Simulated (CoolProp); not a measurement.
Vapour-liquid equilibrium of ethane (1) + n-butane (2) at 2.92 bar; x and y are mole fractions of (1).

Model: multi-fluid Helmholtz-energy mixture model, Bücker 2006 and Bücker 2006; pair parameters Kunz 2012, in CoolProp.

```csv
x,bubble temperature (K),y at the bubble point,dew temperature at overall composition x (K),liquid density (mol/L)
0.05,287.4,0.418,302.4,10.23
0.125,267.5,0.731,299.7,10.89
0.2,253.3,0.862,296.9,11.46
0.275,243.1,0.921,293.8,11.99
0.35,235.5,0.952,290.6,12.50
0.425,229.5,0.969,287.0,12.99
0.5,224.8,0.979,283.1,13.49
0.575,220.9,0.986,278.8,13.99
0.65,217.6,0.990,273.8,14.50
0.725,214.8,0.993,268.0,15.03
0.8,212.3,0.996,260.9,15.57
0.875,210.1,0.998,251.4,16.13
0.95,208.1,0.999,235.9,16.72
```

No azeotrope shows between x = 0.05 and 0.95.

The pair parameters rest on a limited set of measurements; away from them the model extrapolates.
